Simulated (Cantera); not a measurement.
Charge: 1 mol NH3, 0.26 mol SO2, 0.04 mol O2, held at 1873 K and 0.100 bar.

Equilibrium computed with Cantera from the NASA thermochemical tables; the gas is ideal and each condensed phase is pure. Equilibrium is a limit: real reactors are often held back by kinetics, nucleation or transport.

```tsv
species	before	after
H2	0.413	0.703
N2	0.236	0.250
H2O	0.269	0.0435
S2	0.0415	4.99e-5
H2S	0.0227	0.00134
S2O	0.000179	2.05e-8
SO2	0.00548	1.72e-6
SO	0.00353	1.17e-5
S	0.000843	2.92e-5
SH	0.00692	0.000313
OH	6.62e-5	8.22e-6
```
Gas species are given as mole fractions.

Task: What was changed between the two runs?
(A) pressure from 0.100 bar to 1.50 mbar
(B) pressure from 0.100 bar to 13.3 mbar
(C) SO2 from 0.26 to 0.0036 mol
(D) O2 from 0.04 to 0.13 mol

Result: C, SO2 from 0.26 to 0.0036 mol
